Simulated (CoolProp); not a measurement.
Sulfur dioxide at several states: fugacity coefficient from the reference equation and from simpler models built on Tc = 430.6 K, pc = 78.87 bar, ω = 0.256; each cubic takes its own stable root.

Values from CoolProp's reference Helmholtz-energy equation of state, Gao 2016.

```json
[
 {"T (K)": "277", "p (bar)": "28.8", "phase": "liquid", "reference": "0.06382"},
 {"T (K)": "498.3", "p (bar)": "112", "phase": "supercritical", "reference": "0.7286"},
 {"T (K)": "405.9", "p (bar)": "1.16", "phase": "gas", "reference": "0.9937"},
 {"T (K)": "338.9", "p (bar)": "21.9", "phase": "liquid", "reference": "0.5155"},
 {"T (K)": "265.8", "p (bar)": "123", "phase": "liquid", "reference": "0.01145"}
]
```

How far does each simpler model (van der Waals, Redlich-Kwong, Peng-Robinson) lie from the reference over these 5 states: mean and median of the absolute difference, and the worst?


- van der Waals: mean 230.2 %, median 65.8 %, worst +659.2 % at 265.8 K and 123 bar
- Redlich-Kwong: mean 41.3 %, median 31.9 %, worst +94.8 % at 265.8 K and 123 bar
- Peng-Robinson: mean 1.2 %, median 1.1 %, worst -2.8 % at 498.3 K and 112 bar

At some of these states van der Waals gives the other phase, because its saturation line lies elsewhere.
